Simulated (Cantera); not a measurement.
A closed system holds: 1 mol HgO, 0.83 mol H₂, equilibrated at 1198.15 K and 34.0 Pa.

These are equilibrium values from Cantera (NASA tables, ideal gas, pure condensed phases), not measurements of a reactor. Candidate condensed phases: H₂O, Hg, HgO; 10 gas species. Equilibrium is a limit: real reactors are often held back by kinetics, nucleation or transport.

Base state: Hg 0.522, H₂O 0.433, O₂ 0.0444, OH 3.03e-5 (mole fractions); condensed: gas only.

**Question.** What changes in the equilibrium state with this change: H₂ from 0.83 to 2.9 mol?

**Answer.** 
| species | before | after |
|---|---|---|
| H₂ | 1.36e-6 | 0.487 |
| Hg | 0.522 | 0.256 |
| H₂O | 0.433 | 0.256 |
| O₂ | 0.0444 | <1e-9 |
| OH | 3.03e-5 | 3.00e-8 |

**Question.** What changes in the equilibrium state with this change: HgO replaced by PbO?

**Answer.** 
```json
[
 {"species": "Pb", "before": "0", "after": "0.454"},
 {"species": "H₂O", "before": "0.433", "after": "0.453"},
 {"species": "PbO", "before": "0", "after": "0.0929"},
 {"species": "Hg", "before": "0.522", "after": "0"},
 {"species": "O₂", "before": "0.0444", "after": "1.84e-5"},
 {"species": "H₂", "before": "1.36e-6", "after": "7.01e-5"},
 {"species": "OH", "before": "3.03e-5", "after": "4.43e-6"}
]
```
Further candidate phases: Pb, PbO, PbO₂, Pb₃O₄.
